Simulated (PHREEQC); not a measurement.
Dissolve 0.0079 mol/kgw HF, 0.00031 mol/kgw NaCl and 0.1 mol/kgw CuCl2 at 25 °C. Closed to the air; pH follows from the charge balance.

The numbers come from PHREEQC with the ion-association model, phreeqc.dat.

| quantity | before | after |
|---|---|---|
| pH | 2.62 | 3.33 |
| ionic strength (mol/kgw) | 0.274 | 0.273 |
| Cl- (mol/kgw) | 0.186 | 0.186 |
| HF (mol/kgw) | 0.00482 | 0.000190 |
| F- (mol/kgw) | 0.00210 | 0.000418 |
| SI of Halite (NaCl) | -6.10 | -6.10 |

Problem. Which change was made?
A. HF from 0.0079 to 0.00079 mol/kgw
B. temperature from 25 to 75 °C
C. NaCl from 0.00031 to 0.0031 mol/kgw
D. 0.0015 mol/kgw Ca(OH)2 added
E. CuCl2 left out

Solution. A, HF from 0.0079 to 0.00079 mol/kgw

No solid was allowed to form.
